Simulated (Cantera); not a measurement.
Feed: 1 mol MgO, 1.9 mol NF3, 5 mol H2, held at 8.50 Pa.

These are equilibrium values from Cantera (NASA tables, ideal gas, pure condensed phases), not measurements of a reactor. Candidate condensed phases: H2O, Mg, MgF2, MgO, Mg(OH)2; 50 gas species. Equilibrium is a limit: real reactors are often held back by kinetics, nucleation or transport.

Problem. At 1500 K, list the 4 most abundant gas species with their mole fractions, and the condensed phases.

Solution. HF 0.613, H2 0.243, N2 0.108, H2O 0.0173. Condensed: MgO(s).
